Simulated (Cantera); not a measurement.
A perfectly stirred reactor is fed with H2 : O2 = 0.27 : 1 (molar parts), equivalence ratio 0.14, at 10.00 Torr; it is held at 1248 K, and followed from long to short residence time.

Model: GRI-Mech 3.0 (53 species, 325 reactions), integrated in Cantera. Radical loss at walls, strong at low pressure, is not modelled. The temperature is held fixed by assumption; the heat of reaction is taken as removed at once.

x: mole fraction; the columns are a selection and need not sum to one.

```
τ (s)       x H2   x O2    x HO2     x OH   x H2O2       x H  x H2O
------  --------  -----  -------  -------  -------  --------  -----
1.2     0.000649  0.758      [?]  0.00271  2.48e-7  0.000536  0.235
0.63    0.000980  0.756      [?]  0.00336  2.89e-7   0.00101  0.234
0.33     0.00147  0.754      [?]  0.00414  3.29e-7   0.00191  0.232
0.17     0.00222  0.749      [?]  0.00512  3.66e-7   0.00361  0.229
0.090    0.00325  0.744  7.85e-6  0.00622  3.93e-7   0.00654  0.224
0.047    0.00472  0.735  8.39e-6  0.00750  4.07e-7    0.0116  0.218
0.025    0.00661  0.724  8.64e-6  0.00883  4.05e-7    0.0195  0.208
0.013    0.00905  0.711  8.62e-6   0.0102  3.91e-7    0.0307  0.196
0.0068    0.0120  0.697  8.39e-6   0.0113  3.75e-7    0.0434  0.182
```

Task: Some entries are withheld; supply them.

Result: 
- 1.2, x HO2: 4.29e-6
- 0.63, x HO2: 5.24e-6
- 0.33, x HO2: 6.20e-6
- 0.17, x HO2: 7.12e-6
